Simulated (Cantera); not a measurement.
**Equilibrium for fluorocarbon and chlorocarbon gases: C₂F₆ + CH₄**

Input: 1 mol C₂F₆, a varied amount of CH₄, equilibrated at 2448.15 K and 1.00 Torr.

Cantera equilibrium calculation (NASA polynomials, part measured and part estimated; ideal gas, pure solids and liquids). Candidate condensed phases: C, C₆H₆, C₇H₈, C₈H₁₈; 95 gas species. The feed counts by its element totals alone. Kinetics and transport are ignored.

| n(CH₄) (mol) | x HF | x F | x CF₂ | x CF | x H | x CF₃ | x CF₄ | n C(graphite) |
|---|---|---|---|---|---|---|---|---|
| 0.044 | 0.0335 | 0.802 | 0.141 | 0.0222 | 2.27e-5 | 0.000612 | 0.000517 | 1.18 |
| 0.15 | 0.112 | 0.744 | 0.122 | 0.0206 | 8.17e-5 | 0.000490 | 0.000384 | 1.38 |
| 0.26 | 0.191 | 0.685 | 0.103 | 0.0190 | 0.000151 | 0.000383 | 0.000276 | 1.59 |
| 0.37 | 0.268 | 0.627 | 0.0864 | 0.0174 | 0.000231 | 0.000293 | 0.000194 | 1.79 |
| 0.47 | 0.336 | 0.575 | 0.0725 | 0.0159 | 0.000317 | 0.000226 | 0.000137 | 1.97 |
| 0.58 | 0.409 | 0.517 | 0.0587 | 0.0143 | 0.000428 | 0.000164 | 8.94e-5 | 2.16 |
| 0.69 | 0.481 | 0.459 | 0.0463 | 0.0127 | 0.000567 | 0.000115 | 5.57e-5 | 2.35 |
| 0.8 | 0.551 | 0.401 | 0.0354 | 0.0111 | 0.000744 | 7.68e-5 | 3.25e-5 | 2.53 |
| 0.9 | 0.614 | 0.348 | 0.0266 | 0.00966 | 0.000956 | 5.01e-5 | 1.84e-5 | 2.68 |
| 1 | 0.677 | 0.294 | 0.0190 | 0.00816 | 0.00125 | 3.02e-5 | 9.37e-6 | 2.84 |
| 1.1 | 0.739 | 0.239 | 0.0126 | 0.00664 | 0.00167 | 1.63e-5 | 4.11e-6 | 2.98 |
| 1.2 | 0.801 | 0.183 | 0.00739 | 0.00509 | 0.00237 | 7.34e-6 | 1.42e-6 | 3.12 |
| 1.3 | 0.862 | 0.127 | 0.00351 | 0.00351 | 0.00369 | 2.41e-6 | 3.20e-7 | 3.25 |
x: gas mole fraction; n: condensed amount in mol.

From 0.044 mol CH₄ to 1.3 mol CH₄ the condensed part is C(graphite). The main C-bearing gas is CF₂ throughout. The share of C in condensed phases is highest at 1.3 mol CH₄ (98.6 %) and lowest at 0.044 mol CH₄ (57.6 %).
